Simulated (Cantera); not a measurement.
What does this Cantera script print?

```python
import numpy as np
import cantera as ct

gas_names = """
    H HO2 H2 H2O H2O2 H2S H2SO4 O OH O2 O3 S SH SO SO2 SO3 S2 S2O S8
""".split()
cond_names = """
    H2O(s) H2O(L) H2SO4(L) S(cr1) S(cr2) S(L)
""".split()


# ... load() reads the species with a 1 bar reference pressure and builds the phases ...
atoms = {
    'H2S': {'H': 2, 'S': 1},
    'H2O': {'H': 2, 'O': 1},
    'O2': {'O': 2},
}
top_T = {}  # K; cautious upper limits of use, not melting points


# ... equilibrate(T, P, feed) seeds the gas with the atoms and calls Mixture.equilibrate('TP', solver="vcs", rtol=1e-11, max_steps=5000) ...
results = []
feed = {'H2S': 1, 'H2O': 3.1, 'O2': 0.12}  # mol
P = 100000  # Pa
for T in [1000, 1200, 1400, 1600, 1800, 2000, 2200, 2400, 2600, 2800, 3000, 3200, 3400]:
    mix = equilibrate(T, P, feed)
    results.append((T, P, feed, dict(zip(mix.species_names, mix.species_moles))))

top = {s: max(r[3][s] / sum(r[3][g] for g in gas_names) for r in results) for s in gas_names}
cols = sorted((s for s in top if top[s] > 1e-05), key=lambda s: -top[s])[:5]
seen = [c for c in cond_names if any(r[3].get(c, 0) > 1e-12 for r in results)]
print("log10 of partial pressures in bar; condensed amounts in mol")
print(f"{'T/K':>10s}" + "".join(f"{s[:9]:>10s}" for s in cols + seen))
for T, P, feed, n in results:
    ng = sum(n[g] for g in gas_names)
    print(f"{T:10.4g}" + "".join(f"{np.log10(max(n[s] / ng * P / 1e5, 1e-99)):10.3f}" for s in cols)
          + "".join(f"{n.get(c, 0):10.4g}" for c in seen))
```

It prints:

```
log10 of partial pressures in bar; condensed amounts in mol
       T/K       H2O        H2         H       H2S        OH
      1000    -0.111    -2.015    -9.652    -0.728   -10.403
      1200    -0.119    -1.409    -7.409    -0.803    -8.217
      1400    -0.135    -1.058    -5.842    -0.934    -6.621
      1600    -0.159    -0.849    -4.689    -1.106    -5.406
      1800    -0.188    -0.713    -3.803    -1.293    -4.458
      2000    -0.222    -0.619    -3.098    -1.482    -3.702
      2200    -0.259    -0.552    -2.526    -1.675    -3.087
      2400    -0.297    -0.508    -2.052    -1.879    -2.577
      2600    -0.335    -0.484    -1.658    -2.106    -2.145
      2800    -0.376    -0.480    -1.327    -2.361    -1.775
      3000    -0.432    -0.497    -1.050    -2.637    -1.463
      3200    -0.522    -0.534    -0.818    -2.911    -1.223
      3400    -0.677    -0.592    -0.626    -3.164    -1.073
```

Cantera equilibrium calculation (NASA polynomials, part measured and part estimated; ideal gas, pure solids and liquids). Gases not in the tables: S3 to S7.
